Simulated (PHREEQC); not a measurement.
1 kg of water holding 0.093 mol CaCl2 meets 20 L of dry gas (CH4 1 by moles) at fixed total pressure, at 80 °C; fugacities by Peng-Robinson. The gases take part in no redox reaction, some water evaporates into the gas, and hydrates or a liquid gas phase aren't modelled. Precipitation was switched off in this run.

Equilibrium calculation in PHREEQC: ion-association model, phreeqc.dat.

```json
[
 {"P (atm)": "2", "dissolved CH4 (mol/kgw)": "0.00138", "φ of CH4": "0.998"},
 {"P (atm)": "5", "dissolved CH4 (mol/kgw)": "0.00406", "φ of CH4": "0.994"},
 {"P (atm)": "10", "dissolved CH4 (mol/kgw)": "0.00843", "φ of CH4": "0.988"},
 {"P (atm)": "20", "dissolved CH4 (mol/kgw)": "0.0169", "φ of CH4": "0.976"},
 {"P (atm)": "30", "dissolved CH4 (mol/kgw)": "0.0249", "φ of CH4": "0.965"},
 {"P (atm)": "40", "dissolved CH4 (mol/kgw)": "0.0326", "φ of CH4": "0.954"},
 {"P (atm)": "50", "dissolved CH4 (mol/kgw)": "0.0400", "φ of CH4": "0.944"},
 {"P (atm)": "75", "dissolved CH4 (mol/kgw)": "0.0571", "φ of CH4": "0.920"},
 {"P (atm)": "100", "dissolved CH4 (mol/kgw)": "0.0724", "φ of CH4": "0.899"},
 {"P (atm)": "150", "dissolved CH4 (mol/kgw)": "0.0990", "φ of CH4": "0.865"},
 {"P (atm)": "200", "dissolved CH4 (mol/kgw)": "0.122", "φ of CH4": "0.841"},
 {"P (atm)": "300", "dissolved CH4 (mol/kgw)": "0.158", "φ of CH4": "0.816"},
 {"P (atm)": "400", "dissolved CH4 (mol/kgw)": "0.188", "φ of CH4": "0.813"}
]
```

Species that the database lacks are ignored. At this temperature some constants are extrapolated from 25 °C, and those without enthalpy data are left unchanged.
